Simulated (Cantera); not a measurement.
An adiabatic, constant-volume homogeneous reactor starts with CH4 : C2H6 : O2 : N2 = 1 : 0.038 : 3.56 : 13.4 (molar parts), at 1148 K and 21800 Torr.

Model: GRI-Mech 3.0 (53 species, 325 reactions), integrated in Cantera. The pressure lies above the range GRI-Mech 3.0 was tuned for (to about 10 atm).

Predict: time of steepest temperature rise; temperature at 0.200 s; equilibrium temperature; x(O2) at 0.200 s; x(NO2) at 0.200 s; x(CO2) at 0.200 s; x(H) at 0.200 s.


```json
{
  "time_of_steepest_temperature_rise": "1.38 ms",
  "temperature at 0.200 s": "2604 K",
  "equilibrium_temperature": "2604 K",
  "x(O2) at 0.200 s": "0.0705 (gas-phase equilibrium 0.0705)",
  "x(NO2) at 0.200 s": "5.79e-5 (gas-phase equilibrium 5.79e-5)",
  "x(CO2) at 0.200 s": "0.0579 (gas-phase equilibrium 0.0579)",
  "x(H) at 0.200 s": "0.000109 (gas-phase equilibrium 0.000109)"
}
```
